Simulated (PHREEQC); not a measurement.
A solution holds 0.0032 mol HNO3, 0.0015 mol CaCl2 and 0.0013 mol KCl per kg of water, at 25 °C. Closed to the air; pH follows from the charge balance.

Equilibrium calculation in PHREEQC: ion-association model, phreeqc.dat.

Each row changes one thing in this solution. No solid was allowed to form.

```
case                                            pH  ionic strength (mol/kgw)  SI of Sylvite (KCl)
--------------------------------------------  ----  ------------------------  -------------------
as made                                       2.53                   0.00900                -6.24
diluted 10-fold with water                     [?]                  0.000900                -8.18
CaCl2 replaced by NaCl at the same molality   2.53                       [?]                -6.41
temperature from 25 to 15 °C                  2.53                   0.00900                -6.19
CaCl2 replaced by FeCl3 at the same molality  2.43                       [?]                -6.13
```

Task: What belongs in the gaps?

Result: 
- diluted 10-fold with water, pH: 3.51
- CaCl2 replaced by NaCl at the same molality, ionic strength (mol/kgw): 0.00600
- CaCl2 replaced by FeCl3 at the same molality, ionic strength (mol/kgw): 0.0118

Complexes and solids missing from the database can't appear. Some of these states are supersaturated (in Hematite (slow to form), Goethite (slow to form), for instance).
